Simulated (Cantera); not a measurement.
An isothermal plug-flow reactor at 1248 K and 69.8 Torr (inlet), inlet velocity 0.52 m/s, active area per volume 6100 1/m; feed 0.246 % CH4, 4.81 % O2, 92.6 % N2, 2.34 % H2O.

Computed with Cantera and Deutschmann's 1995 Pt surface mechanism with GRI-Mech 3.0 gas chemistry. Catalytic surfaces can have several steady states; this one follows from the mechanism file's or the stated starting coverage. Mass transfer to the wall is taken as infinitely fast.

x: gas mole fraction; θ: surface coverage.

```csv
z (m),x CH4,x O2,x H2O,x CO2,x CO,θ free Pt,θ O*
0.00012,0.000342,0.0438,0.0277,0.00211,(withheld),0.697,0.302
0.00021,7.73e-5,0.0433,0.0282,0.00238,(withheld),0.698,0.302
0.00038,4.65e-6,0.0432,0.0283,0.00245,(withheld),0.698,0.302
0.00068,4.48e-8,0.0431,0.0284,0.00246,4.00e-10,0.698,0.302
0.0012,1.01e-8,0.0431,0.0284,0.00246,2.60e-10,0.698,0.302
0.0021,6.96e-9,0.0431,0.0284,0.00246,2.09e-10,0.698,0.302
0.0038,3.45e-9,0.0431,0.0284,0.00246,1.42e-10,0.698,0.302
0.0068,9.99e-10,0.0431,0.0284,0.00246,7.49e-11,0.698,0.302
0.012,1.18e-10,0.0431,0.0284,0.00246,2.68e-11,0.698,0.302
```

Question: Some entries are withheld; supply them.

Answer: 
- 0.00012, x CO: 1.09e-6
- 0.00021, x CO: 2.48e-7
- 0.00038, x CO: 1.52e-8
